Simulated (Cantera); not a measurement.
A jet of 2.09 % CH4, 10.9 % O2, 87.0 % N2, equivalence ratio 0.38 at 300 K and 0.0390 bar hits a platinum plate 4.9 cm away at a mass flux of 0.072 kg/m²/s; the plate temperature is set and raised in steps from an oxygen-covered start.

Model: Deutschmann's 1995 Pt surface mechanism with GRI-Mech 3.0 gas chemistry, integrated in Cantera. Catalytic surfaces can have several steady states; this one follows from the mechanism file's or the stated starting coverage.

x: mole fraction at the wall; θ: surface coverage.

```tsv
plate T (K)	wall x CH4	wall x O2	wall x H2O	wall x OH	wall x CO	wall x CO2	θ free Pt	θ O*
900	0.0157	0.0979	0.00976	2.69e-8	…	0.00639	0.250	0.750
950	0.0132	0.0926	0.0144	8.90e-8	…	0.00944	0.324	0.675
1000	0.0109	0.0877	0.0186	2.51e-7	…	0.0122	0.399	0.601
1050	0.00903	0.0838	0.0220	6.18e-7	…	0.0145	0.472	0.527
1100	0.00758	0.0807	0.0247	1.37e-6	…	0.0162	0.542	0.457
1150	0.00647	0.0784	0.0266	2.78e-6	…	0.0175	0.608	0.391
```

### Question
Complete the blanks.

### Answer

- 900, wall x CO: 6.76e-6
- 950, wall x CO: 7.92e-6
- 1000, wall x CO: 8.96e-6
- 1050, wall x CO: 1.00e-5
- 1100, wall x CO: 1.12e-5
- 1150, wall x CO: 1.28e-5
